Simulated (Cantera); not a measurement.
Feed: 1 mol BF₃, 9.7 mol NH₃, 0.22 mol H₂, held at 898.15 K and 3.50 mbar.

Method: chemical equilibrium by Gibbs-energy minimisation in Cantera with the NASA 1993 tables (ideal gas, pure condensed phases). Candidate condensed phases: B, BN; 31 gas species. Equilibrium is a limit: real reactors are often held back by kinetics, nucleation or transport.

Base state: H₂ 0.712, N₂ 0.234, BF₃ 0.0460, HF 0.00761 (mole fractions); condensed: BN(s).

**Question.** What changes in the equilibrium state with this change: temperature from 898.15 K to 1225 K?

**Answer.** 
```json
[
 {"species": "H₂", "before": "0.712", "after": "0.708"},
 {"species": "N₂", "before": "0.234", "after": "0.233"},
 {"species": "BF₃", "before": "0.0460", "after": "0.0430"},
 {"species": "HF", "before": "0.00761", "after": "0.0161"},
 {"species": "BF₂", "before": "2.23e-9", "after": "1.59e-5"},
 {"species": "BHF₂", "before": "4.37e-6", "after": "0.000160"},
 {"species": "BN(s), mol", "before": "0.0523", "after": "0.109"}
]
```
The tables' values for BF₂ are old estimates; treat these amounts as uncertain.
